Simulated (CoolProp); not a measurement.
Properties of n-pentane along the isobar 0.101 MPa (Tc = 196.5 °C, pc = 3.368 MPa, ω = 0.251).

The numbers come from the reference Helmholtz-energy equation of state, Thol 2019 in CoolProp.

| T (°C) | phase | cp (kJ/(kg K)) | speed of sound (m/s) | expansivity (1/kK) | Prandtl number |
|---|---|---|---|---|---|
| 76.25 | gas | 1.918 | 201.9 | (withheld) | 0.759 |
| 82.75 | gas | 1.945 | 204.0 | 3.078 | 0.757 |
| 89.35 | gas | 1.973 | 206.1 | 3.005 | 0.754 |
| 95.95 | gas | 2.001 | 208.1 | 2.935 | 0.752 |
| 102.55 | gas | 2.028 | 210.2 | 2.870 | 0.749 |
| 109.15 | gas | 2.056 | 212.1 | 2.808 | 0.747 |
| 115.65 | gas | 2.083 | 214.1 | 2.749 | 0.745 |
| 122.25 | gas | 2.111 | 216.0 | 2.693 | 0.743 |
| 128.85 | gas | 2.139 | 217.9 | 2.640 | 0.741 |
| 135.45 | gas | 2.166 | 219.8 | 2.589 | (withheld) |
| 142.05 | gas | 2.194 | 221.6 | 2.540 | 0.737 |
| 148.55 | gas | 2.221 | 223.4 | 2.494 | 0.735 |
| 155.15 | gas | 2.248 | 225.3 | 2.449 | 0.733 |
| 161.75 | gas | 2.276 | 227.1 | 2.406 | 0.732 |
| 168.35 | gas | 2.303 | 228.8 | 2.365 | 0.730 |
| 174.95 | gas | 2.330 | (withheld) | 2.325 | 0.729 |

Task: Some entries are withheld; supply them.

Result: 
- 76.25, expansivity (1/kK): 3.155
- 135.45, Prandtl number: 0.739
- 174.95, speed of sound (m/s): 230.6

Viscosity comes from a separate model (Quiñones-Cisneros 2006), older than the equation that it now runs on, and unchecked against measurements. Thermal conductivity comes from a separate model (Vassiliou 2015).
